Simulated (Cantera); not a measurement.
A closed system holds: 1 mol SiHCl3, 0.55 mol NH3, 89 mol H2, at 1.33 mbar.

Cantera equilibrium calculation (NASA polynomials, part measured and part estimated; ideal gas, pure solids and liquids). Candidate condensed phases: NH4Cl, Si, Si3N4; 28 gas species. Mutual solubility and eutectic melting of coexisting phases are not modelled. Rates play no part.

Task: What share of the Si ends up in condensed phases as a function of T (K), at 1073, 1123, 1173, 1223, 1273, 1323, 1373, 1423, 1473, 1523, 1573, 1623?

Result: 
```json
[
 {"T (K)": "1073", "Si condensed (%)": "79.8", "as": "Si(s) + Si3N4(s)"},
 {"T (K)": "1123", "Si condensed (%)": "81.4", "as": "Si(s) + Si3N4(s)"},
 {"T (K)": "1173", "Si condensed (%)": "81.4", "as": "Si(s) + Si3N4(s)"},
 {"T (K)": "1223", "Si condensed (%)": "80.8", "as": "Si(s) + Si3N4(s)"},
 {"T (K)": "1273", "Si condensed (%)": "80.0", "as": "Si(s) + Si3N4(s)"},
 {"T (K)": "1323", "Si condensed (%)": "79.3", "as": "Si(s) + Si3N4(s)"},
 {"T (K)": "1373", "Si condensed (%)": "78.5", "as": "Si(s) + Si3N4(s)"},
 {"T (K)": "1423", "Si condensed (%)": "77.8", "as": "Si(s)"},
 {"T (K)": "1473", "Si condensed (%)": "77.0", "as": "Si(s)"},
 {"T (K)": "1523", "Si condensed (%)": "76.3", "as": "Si(s)"},
 {"T (K)": "1573", "Si condensed (%)": "75.3", "as": "Si(s)"},
 {"T (K)": "1623", "Si condensed (%)": "73.9", "as": "Si(s)"}
]
```
